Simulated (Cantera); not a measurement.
Charge: 1 mol Cu₂O, 45 mol H₂, 0.044 mol H₂O, at 278 Torr.

Method: chemical equilibrium by Gibbs-energy minimisation in Cantera with the NASA 1993 tables (ideal gas, pure condensed phases). Candidate condensed phases: Cu, CuO, Cu(OH)₂, Cu₂O, H₂O; 12 gas species. The numbers say what is thermodynamically allowed, not how fast it happens.

**Question.** Which condensed phases are stable at each of these points (T (K)): 898, 998, 1098, 1198, 1298, 1398, 1498, 1598, 1698, 1798, 1898, 1998, 2098?

**Answer.** 
```csv
T (K),condensed phases,Cu condensed (%)
898,Cu(s),100.0
998,Cu(s),100.0
1098,Cu(s),100.0
1198,Cu(s),100.0
1298,Cu(s),100.0
1398,Cu(l),100.0
1498,Cu(l),100.0
1598,Cu(l),99.8
1698,Cu(l),99.1
1798,Cu(l),96.8
1898,Cu(l),90.3
1998,Cu(l),73.7
2098,Cu(l),35.0
```

From 898 K to 1298 K the condensed part is Cu(s). From 1398 K to 2098 K the condensed part is Cu(l).
